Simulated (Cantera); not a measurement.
Charge: 1 mol Fe, 0.98 mol HCl, 8.1 mol H2, held at 975 K.

These are equilibrium values from Cantera (NASA tables, ideal gas, pure condensed phases), not measurements of a reactor. Candidate condensed phases: Fe, FeCl2, FeCl3; 11 gas species. Rates play no part.

Problem. At 4.60 bar, list the 4 most abundant gas species with their mole fractions, and the condensed phases.

Solution. H2 0.895, HCl 0.103, FeCl2 0.00184, Fe2Cl4 0.000276. Condensed: Fe(α).
